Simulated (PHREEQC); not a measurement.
HNO3 is added in steps, without added water, to 1 kg of water holding 0.024 mol/kgw NaHCO3, 0.036 mol/kgw NaF and 0.00025 mol/kgw LiCl, at 25 °C. O2 is buffered at 0.21 atm. No CO2 enters from the air. Nothing may precipitate in this run.

Base run: PHREEQC, ion-association model, phreeqc.dat. Each further column changes one thing. The table gives F- (mol/kgw).

```json
[
 {"HNO3 added (mol)": "0", "base": "0.0352", "NaHCO3 replaced by CO2 at the same molality": "0.0346", "LiCl left out": "0.0352", "solids may form": "0.0352"},
 {"HNO3 added (mol)": "0.0108", "base": "0.0352", "NaHCO3 replaced by CO2 at the same molality": "0.0243", "LiCl left out": "0.0352", "solids may form": "0.0352"},
 {"HNO3 added (mol)": "0.0198", "base": "0.0351", "NaHCO3 replaced by CO2 at the same molality": "0.0159", "LiCl left out": "0.0351", "solids may form": "0.0351"},
 {"HNO3 added (mol)": "0.0306", "base": "0.0283", "NaHCO3 replaced by CO2 at the same molality": "0.00773", "LiCl left out": "0.0283", "solids may form": "0.0283"},
 {"HNO3 added (mol)": "0.0414", "base": "0.0180", "NaHCO3 replaced by CO2 at the same molality": "0.00333", "LiCl left out": "0.0180", "solids may form": "0.0180"},
 {"HNO3 added (mol)": "0.0522", "base": "0.00935", "NaHCO3 replaced by CO2 at the same molality": "0.00182", "LiCl left out": "0.00935", "solids may form": "0.00935"},
 {"HNO3 added (mol)": "0.0612", "base": "0.00469", "NaHCO3 replaced by CO2 at the same molality": "0.00130", "LiCl left out": "0.00468", "solids may form": "0.00469"},
 {"HNO3 added (mol)": "0.072", "base": "0.00233", "NaHCO3 replaced by CO2 at the same molality": "0.000966", "LiCl left out": "0.00233", "solids may form": "0.00233"}
]
```

 Solids allowed in the column 'solids may form': Halite.
